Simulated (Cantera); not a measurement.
Aluminium nitride and oxide growth: Al(CH3)3 + NH3 + N2

Feed: 1 mol Al(CH3)3, 480 mol NH3, a varied amount of N2, equilibrated at 0.0100 bar.

Equilibrium computed with Cantera from the NASA thermochemical tables; the gas is ideal and each condensed phase is pure. Candidate condensed phases: Al, AlN, C, C6H6, C7H8, C8H18; 97 gas species. The feed counts by its element totals alone. Rates play no part.

Task: Map the stable condensed phases over T = 427, 577, 727, 877, 1027, 1177, 1327, 1477, 1627 °C and n(N2) in mol = 81, 100, 130, 160, 210, 270, 340, 430, 540.

Result: 
```
T in °C \ n(N2) in mol
          81 100 130 160 210 270 340 430 540
   1627    A   A   A   A   A   A   A   A   A
   1477    B   B   B   B   B   C   C   C   C
   1327    B   B   B   B   B   B   B   B   B
   1177    B   B   B   B   B   B   B   B   B
   1027    B   B   B   B   B   B   B   B   B
    877    B   B   B   B   B   B   B   B   B
    727    B   B   B   B   B   B   B   B   B
    577    C   C   B   B   B   B   B   B   B
    427    C   C   C   C   C   C   C   C   C
```
A: gas only; B: AlN + C; C: AlN.
